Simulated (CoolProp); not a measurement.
Saturated liquid density (kg/m³) of R143a: the reference equation beside estimates from Tc = 72.7 °C, pc = 37.62 bar, ω = 0.261. Rackett uses Z = 0.29056 − 0.08775 ω.

The numbers come from the reference Helmholtz-energy equation of state, Lemmon and Jacobsen 2000 in CoolProp.

```csv
T (°C),reference,Rackett,van der Waals,Soave-Redlich-Kwong,Peng-Robinson
-96.95,1294,1204,716.9,1088,1224
-93.45,1286,1197,712.8,1082,1218
-89.95,1277,1189,708.6,1076,1211
-86.45,1268,1181,704.3,1069,1204
-82.85,1259,1173,699.9,1063,1197
-79.35,1251,1165,695.5,1056,1190
-75.85,1242,1157,691.0,1050,1183
-72.35,1233,1149,686.5,1043,1176
-68.85,1224,1141,682.0,1036,1168
```

Absolute difference from the reference over all 9 rows, mean and median: Rackett 6.9 and 6.9 %, van der Waals 44.4 and 44.4 %, Soave-Redlich-Kwong 15.6 and 15.6 %, Peng-Robinson 5.0 and 4.9 %.
